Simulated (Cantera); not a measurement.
A closed system holds: 1 mol Si2Cl6, 36 mol NH3, 15 mol H2, 0.041 mol N2, held at 0.100 bar.

Method: chemical equilibrium by Gibbs-energy minimisation in Cantera with the NASA 1993 tables (ideal gas, pure condensed phases). Candidate condensed phases: NH4Cl, Si, Si3N4; 28 gas species. The feed counts by its element totals alone. Gases not in the tables: Si2H6 and higher silanes. The numbers say what is thermodynamically allowed, not how fast it happens.

Q: What share of the Si ends up in condensed phases as a function of T (°C), at 552, 702, 852, 1002, 1152, 1302, 1452, 1602, 1752?

A: 
```
T (°C)  Si condensed (%)        as
------  ----------------  --------
552                 99.8  Si3N4(s)
702                 99.9  Si3N4(s)
852                 99.9  Si3N4(s)
1002                99.9  Si3N4(s)
1152                99.4  Si3N4(s)
1302                95.7  Si3N4(s)
1452                81.4  Si3N4(s)
1602                58.6     Si(l)
1752                59.0     Si(l)
```
